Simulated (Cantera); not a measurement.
A closed system holds: 1 mol Si, 0.019 mol H2O, 110 mol H2, 2 mol N2O, equilibrated at 91.0 Pa.

Equilibrium computed with Cantera from the NASA thermochemical tables; the gas is ideal and each condensed phase is pure. Candidate condensed phases: H2O, Si, SiO2, Si2N2O, Si3N4; 35 gas species. The tables hold silica as quartz up to 1696 K and as liquid above; real silica turns to tridymite and cristobalite and melts near 1996 K. Rates play no part. All values below are at 1227 °C.

Base state: H2 0.979, N2 0.0178, H2O 0.00145, SiO 0.00128, H 0.000577 (mole fractions); condensed: SiO2(β-quartz).

### Question
What changes in the equilibrium state with this change: H2O from 0.019 to 0.13 mol?

### Answer
| species | before | after |
|---|---|---|
| H2 | 0.979 | 0.979 |
| N2 | 0.0178 | 0.0178 |
| H2O | 0.00145 | 0.00206 |
| SiO | 0.00128 | 0.000897 |
| H | 0.000577 | 0.000577 |
| SiO2(β-quartz), mol | 0.857 | 0.899 |
